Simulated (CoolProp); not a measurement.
500 sccm (0 °C, 1 atm) of nitrogen bubbles through liquid toluene at 284.7 K and leaves saturated at a total pressure of 0.0372 MPa (ideal gas phase). Each further row changes one setting.

Computed with CoolProp (reference Helmholtz-energy equation of state, Lemmon 2006). It is a short technical equation, of lower accuracy than the large ones.

```json
[
 {"case": "as stated", "vapour pressure (kPa)": "1.82", "mole fraction of vapour": "0.0490", "delivery (mg/min)": "(withheld)", "delivery (sccm)": "(withheld)", "change of delivery for a bath 1 K warmer (%)": "(withheld)"},
 {"case": "bath temperature 289.7 K", "vapour pressure (kPa)": "(withheld)", "mole fraction of vapour": "0.0650", "delivery (mg/min)": "(withheld)", "delivery (sccm)": "(withheld)", "change of delivery for a bath 1 K warmer (%)": "6.1"},
 {"case": "total pressure 0.0744 MPa", "vapour pressure (kPa)": "1.82", "mole fraction of vapour": "0.0245", "delivery (mg/min)": "(withheld)", "delivery (sccm)": "12.6", "change of delivery for a bath 1 K warmer (%)": "6.1"}
]
```

Question: What belongs in the gaps?

Answer: 
- as stated, delivery (mg/min): 106
- as stated, delivery (sccm): 25.8
- as stated, change of delivery for a bath 1 K warmer (%): 6.2
- bath temperature 289.7 K, vapour pressure (kPa): 2.42
- bath temperature 289.7 K, delivery (mg/min): 143
- bath temperature 289.7 K, delivery (sccm): 34.8
- total pressure 0.0744 MPa, delivery (mg/min): 51.6
